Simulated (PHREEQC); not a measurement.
Make-up at 6.1 °C: 0.0079 mol CuSO4, 0.014 mol H2SO4 and 0.0025 mol H3BO3 per kg of water. Closed to the air; pH follows from the charge balance.

The numbers come from PHREEQC with the ion-association model, wateq4f.dat.

Q: The ionic strength comes out as 0.0478 mol/kgw. What activity coefficients do H+, Cu+2, SO4-2, HSO4- get?

A: H+ 0.86, Cu+2 0.50, SO4-2 0.48, HSO4- 0.83.

This is a speciation only: nothing precipitates in the calculation. Away from 25 °C the constants follow the database's enthalpies or fits; those with neither stay at their 25 °C values.
